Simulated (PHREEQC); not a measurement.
A solution holds 0.019 mol/kgw HF and 0.031 mol/kgw NH4F, at 20 °C. Closed to the air; pH follows from the charge balance.

The numbers come from PHREEQC with the ion-association model, phreeqc.dat.

| quantity | before | after |
|---|---|---|
| pH | 3.31 | 3.46 |
| ionic strength (mol/kgw) | 0.0316 | 0.0314 |
| F- (mol/kgw) | 0.0297 | 0.0294 |
| HF (mol/kgw) | 0.0166 | 0.0166 |
| HF2- (mol/kgw) | 0.00182 | 0.00204 |
| NH3 (mol/kgw) | 2.10e-8 | 1.16e-7 |

Task: Which change was made?
A) temperature from 20 to 40 °C
B) NH4F from 0.031 to 0.0341 mol/kgw
C) NH4F from 0.031 to 0.062 mol/kgw
D) 0.0023 mol/kgw KHF2 added

Result: A, temperature from 20 to 40 °C

No solid was allowed to form. Constants without temperature data keep their 25 °C values here.
